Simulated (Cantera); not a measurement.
Feed: 1 mol Ta(OEt)5, a varied amount of CO2, held at 2100 °C and 14000 Pa.

These are equilibrium values from Cantera (NASA tables, ideal gas, pure condensed phases), not measurements of a reactor. Candidate condensed phases: C, C6H6, C7H8, C8H18, H2O, Ta, TaC, Ta2O5; 113 gas species. The feed counts by its element totals alone. TaC: taken at fixed stoichiometry. Condensed phases not in the tables: Ta2C. The numbers say what is thermodynamically allowed, not how fast it happens.

At 0.9 mol CO2, list the 5 most abundant gas species with their mole fractions, and the condensed phases.

H2 0.620, CO 0.347, H 0.0294, C2H2 (acetylene) 0.00381, CH4 1.00e-5. Condensed: C(graphite) + TaC(s).
